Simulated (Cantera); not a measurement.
A closed system holds: 1 mol Si, 13 mol HCl, 0.25 mol N2, at 1650 K and 0.133 bar.

Cantera equilibrium calculation (NASA polynomials, part measured and part estimated; ideal gas, pure solids and liquids). Candidate condensed phases: NH4Cl, Si, Si3N4; 28 gas species. The tables' values for SiCl3 are old estimates; treat these amounts as uncertain. Kinetics and transport are ignored.

Base state: HCl 0.777, H2 0.124, SiCl4 0.0355, SiCl2 0.0231, N2 0.0197, SiCl3 0.0193, SiHCl3 0.000954, Cl 0.000430 (mole fractions); condensed: gas only.

### Question
What changes in the equilibrium state with this change: temperature from 1650 K to 523 K?

### Answer
```tsv
species	before	after
HCl	0.777	0.735
H2	0.124	0.163
SiCl4	0.0355	0.0817
SiCl2	0.0231	<1e-9
SiCl3	0.0193	<1e-9
N2	0.0197	0.0203
Cl	0.000430	<1e-9
H	8.77e-5	<1e-9
SiHCl3	0.000954	6.14e-8
NH3	3.37e-8	0.000233
```

### Question
What changes in the equilibrium state with this change: N2 from 0.25 to 22 mol?

### Answer
| species | before | after |
|---|---|---|
| N2 | 0.0197 | 0.636 |
| HCl | 0.777 | 0.293 |
| H2 | 0.124 | 0.0412 |
| SiCl4 | 0.0355 | 0.00859 |
| SiCl3 | 0.0193 | 0.00713 |
| SiCl2 | 0.0231 | 0.0130 |
| SiHCl3 | 0.000954 | 0.000202 |
| H | 8.77e-5 | 5.05e-5 |
